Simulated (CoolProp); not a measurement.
A closed Brayton cycle with carbon dioxide: compressor inlet 323.15 K and 8.4 MPa, high pressure 27.7 MPa, turbine inlet 945 K, compressor efficiency 0.8, turbine efficiency 0.9, recuperator effectiveness 0.8 (on enthalpy, no pinch check). Each further row changes one setting.

Computed with CoolProp (reference Helmholtz-energy equation of state, Span 1996).

| case | thermal efficiency (%) | net work (kJ/kg) | compressor to turbine work | compressor exit (K) | turbine exit (K) |
|---|---|---|---|---|---|
| as stated | 32.4 | 114 | 0.37 | 422.7 | 790.9 |
| turbine inlet 895 K | 31.3 | 103 | 0.39 | 422.7 | 746.1 |
| compressor inlet 333.15 K | 31.2 | 105 | 0.42 | 442.0 | 790.9 |
| high pressure 23.5 MPa | 30.9 | 102 | 0.35 | 408.4 | 811.3 |
| recuperator effectiveness 0.5 | 23.8 | 114 | 0.37 | 422.7 | 790.9 |
